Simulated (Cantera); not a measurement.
An adiabatic, constant-pressure homogeneous reactor starts with 9.17 % CH4, 17.0 % O2, 63.7 % N2, 10.2 % H2O, at 1200 K and 7500 Torr.

Computed with Cantera and GRI-Mech 3.0 (53 species, 325 reactions).

### Question
Predict: time of steepest temperature rise; temperature at 1.00 s; equilibrium temperature; x(O2) at 1.00 s; x(H2O) at 1.00 s; x(NO) at 1.00 s.

### Answer
```
Quantity                                                             Value
---------------------------------  ---------------------------------------
time of steepest temperature rise                                  5.14 ms
temperature at 1.00 s                                               2634 K
equilibrium temperature                                             2634 K
x(O2) at 1.00 s                    0.00351 (gas-phase equilibrium 0.00351)
x(H2O) at 1.00 s                       0.259 (gas-phase equilibrium 0.259)
x(NO) at 1.00 s                    0.00331 (gas-phase equilibrium 0.00331)
```
